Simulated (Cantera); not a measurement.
Input: 1 mol SiHCl₃, 0.21 mol C₂H₂, 17 mol H₂, held at 1.33 mbar.

These are equilibrium values from Cantera (NASA tables, ideal gas, pure condensed phases), not measurements of a reactor. Candidate condensed phases: C, C₆H₆, C₇H₈, C₈H₁₈, Si, SiC; 109 gas species. The tables' values for SiCl₃ are old estimates; treat these amounts as uncertain. Equilibrium is a limit: real reactors are often held back by kinetics, nucleation or transport. All values below are at 1448 K.

Base state: H₂ 0.874, HCl 0.0953, SiCl₂ 0.0298, SiCl₃ 0.000391, H 0.000236, Cl 2.10e-5, SiCl₄ 1.88e-5, SiHCl₃ 1.48e-5 (mole fractions); condensed: SiC(s).

What changes in the equilibrium state with this change: 0.68 mol Cl₂ added?


```csv
species,before,after
H₂,0.874,0.810
HCl,0.0953,0.160
SiCl₂,0.0298,0.0284
SiCl₄,1.88e-5,5.47e-5
Cl,2.10e-5,3.66e-5
"SiC(s), mol",0.420,0.420
```

What changes in the equilibrium state with this change: pressure from 1.33 mbar to 0.700 bar?


```csv
species,before,after
H₂,0.874,0.889
HCl,0.0953,0.0804
SiCl₂,0.0298,0.0176
CH₄,2.16e-8,1.39e-5
SiH₃Cl,6.31e-8,2.40e-5
SiH₂Cl₂,1.79e-6,0.000565
SiHCl₃,1.48e-5,0.00386
SiCl₄,1.88e-5,0.00408
"SiC(s), mol",0.420,0.420
```

What changes in the equilibrium state with this change: 1.2 mol Cl₂ added?


| species | before | after |
|---|---|---|
| H₂ | 0.874 | 0.765 |
| HCl | 0.0953 | 0.207 |
| SiCl₂ | 0.0298 | 0.0275 |
| SiCl₄ | 1.88e-5 | 9.34e-5 |
| Cl | 2.10e-5 | 4.86e-5 |
| SiC(s), mol | 0.420 | 0.420 |
